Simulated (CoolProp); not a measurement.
Aqueous potassium carbonate as a coolant, at 16 °C, 1 atm.

Values from CoolProp's Melinder's fits for secondary coolants.

```csv
mass %,freezing point (°C),Prandtl number,density (kg/m³),viscosity (mPa s),conductivity (W/(m K))
5,-1.6,8.17,1045,1.23,0.587
8.3,-2.9,8.57,1076,1.33,0.584
11.6,-4.3,9.07,1108,1.45,0.580
14.9,-5.8,9.65,1140,1.59,0.577
18.3,-7.7,10.4,1174,1.77,0.574
21.6,-9.9,11.2,1209,1.97,0.571
24.9,-12.7,12.3,1244,2.24,0.568
28.2,-16.3,13.7,1280,2.57,0.564
31.5,-20.8,15.6,1318,3.00,0.561
34.8,-26.3,18.1,1356,3.56,0.557
38.1,-33.1,21.4,1394,4.30,0.552
```
